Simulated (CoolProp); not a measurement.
R152A along the isobar 1.58 MPa: density (kg/m³) from the reference equation and from simpler models built on Tc = 386.4 K, pc = 4.517 MPa, ω = 0.275; each cubic takes its own stable root.

The numbers come from the reference Helmholtz-energy equation of state, Outcalt 1996 in CoolProp. It is a modified Benedict-Webb-Rubin equation, recast in Helmholtz form.

| T (K) | phase | reference |
|---|---|---|
| 354.3 | gas | 44.57 |
| 368.9 | gas | 41.08 |
| 383.4 | gas | 38.34 |
| 398 | gas | 36.07 |
| 412.6 | gas | 34.14 |
| 427.1 | gas | 32.47 |
| 441.7 | gas | 31.00 |
| 456.3 | gas | 29.68 |
| 470.9 | gas | 28.49 |
| 485.4 | gas | 27.42 |
| 500 | gas | 26.44 |

Problem. How far does each simpler model (Redlich-Kwong, Peng-Robinson) lie from the reference over these 11 states: mean and median of the absolute difference, and the worst?

Solution. 
- Redlich-Kwong: mean 1.0 %, median 0.5 %, worst -3.7 % at 354.3 K and 1.58 MPa
- Peng-Robinson: mean 0.4 %, median 0.4 %, worst -1.0 % at 354.3 K and 1.58 MPa
